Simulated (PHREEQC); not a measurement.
Make-up at 45 °C: 0.11 mol Cu(NO3)2 per kg of water. Closed to the air; pH follows from the charge balance.

Computed with PHREEQC (ion-association model, phreeqc.dat).

No solid was allowed to form.

Question: What pH, density, specific conductance does the model give?

Answer: pH 3.95; density 1.007 g/cm³; specific conductance 27400 µS/cm.

Complexes and solids missing from the database can't appear. Constants without temperature data keep their 25 °C values here.
